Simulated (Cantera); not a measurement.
**NO annealing gas**

An isothermal, constant-pressure homogeneous reactor starts with NO : N2 = 1 : 1.2 (molar parts), at 1723 K and 0.0270 bar.

Model: GRI-Mech 3.0 (53 species, 325 reactions), integrated in Cantera. Radical loss at walls, strong at low pressure, is not modelled.

```csv
t (s),x NO,x O,x NO2,x N2,x N2O
0.000500,0.455,3.11e-7,3.64e-9,0.545,3.13e-7
0.00124,0.455,7.63e-7,2.21e-8,0.545,7.77e-7
0.00310,0.455,1.84e-6,1.31e-7,0.545,1.92e-6
0.00770,0.455,4.24e-6,7.26e-7,0.545,4.69e-6
0.0192,0.455,9.13e-6,3.47e-6,0.545,1.12e-5
0.0477,0.454,1.76e-5,1.18e-5,0.545,2.48e-5
0.119,0.454,2.60e-5,2.15e-5,0.546,4.75e-5
0.295,0.454,2.98e-5,2.46e-5,0.546,6.87e-5
0.734,0.453,3.13e-5,2.60e-5,0.546,7.44e-5
1.83,0.452,3.31e-5,2.85e-5,0.547,7.37e-5
4.54,0.448,3.70e-5,3.39e-5,0.549,7.18e-5
11.3,0.438,4.50e-5,4.45e-5,0.554,6.75e-5
28.1,0.414,5.98e-5,6.19e-5,0.566,5.85e-5
70.0,0.358,8.36e-5,8.15e-5,0.594,4.18e-5
```
x: mole fraction; the columns are a selection and need not sum to one.

Equilibrium at this temperature and pressure: NO 0.00326, O 0.000165, NO2 1.64e-6, N2 0.771, N2O 3.08e-8 (gas phase only).
